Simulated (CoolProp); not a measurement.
Vapour-liquid equilibrium of R134a (1) + methanol (2) at 2.2 bar; x and y are mole fractions of (1).

Model: multi-fluid Helmholtz-energy mixture model, Tillner-Roth 1994 and de Reuck 1993; pair parameters Bell 2016, in CoolProp.

| x | bubble temperature, mixture model (°C) | bubble temperature, Raoult's law (°C) | y, mixture model | y, Raoult's law |
|---|---|---|---|---|
| 0.05 | 45.2 | 69.3 | 0.796 | 0.473 |
| 0.125 | 21.4 | 51.0 | 0.938 | 0.768 |
| 0.2 | 12.7 | 38.2 | 0.962 | 0.881 |
| 0.275 | 8.6 | 28.9 | 0.971 | 0.932 |
| 0.35 | 6.2 | 21.7 | 0.975 | 0.958 |
| 0.425 | 4.6 | 16.0 | 0.978 | 0.973 |
| 0.5 | 3.2 | 11.2 | 0.981 | 0.982 |
| 0.575 | 1.8 | 7.3 | 0.983 | 0.988 |
| 0.65 | 0.4 | 3.8 | 0.985 | 0.992 |
| 0.725 | -1.1 | 0.8 | 0.988 | 0.995 |
| 0.8 | -2.7 | -1.8 | 0.991 | 0.997 |
| 0.875 | -4.5 | -4.2 | 0.994 | 0.998 |
| 0.95 | -6.3 | -6.3 | 0.998 | 0.999 |

The largest gap from Raoult's law is -29.6 K in bubble temperature, at x = 0.125. No azeotrope shows between x = 0.05 and 0.95.

The pair parameters rest on a limited set of measurements; away from them the model extrapolates. With so large a gap from Raoult's law the liquid may split in two, which this calculation doesn't test in full.
